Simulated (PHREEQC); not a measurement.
1 kg of water holding 0.068 mol/kgw KCl and 0.044 mol/kgw NaOH meets 20 L of dry gas (CO2 0.27, CH4 0.73 by moles) at fixed total pressure, at 10 °C; fugacities by Peng-Robinson. The gases take part in no redox reaction, some water evaporates into the gas, and hydrates or a liquid gas phase aren't modelled. Nothing may precipitate in this run.

The numbers come from PHREEQC with the ion-association model, phreeqc.dat.

Q: Predict dissolved CO2 (all carbonate carbon) (mol/kgw), dissolved CH4 (mol/kgw) at P (atm) = 2, 5, 15.

A: 
| P (atm) | dissolved CO2 (all carbonate carbon) (mol/kgw) | dissolved CH4 (mol/kgw) |
|---|---|---|
| 2 | 0.0687 | 0.00342 |
| 5 | 0.108 | 0.00834 |
| 15 | 0.226 | 0.0239 |

Constants without temperature data keep their 25 °C values here.
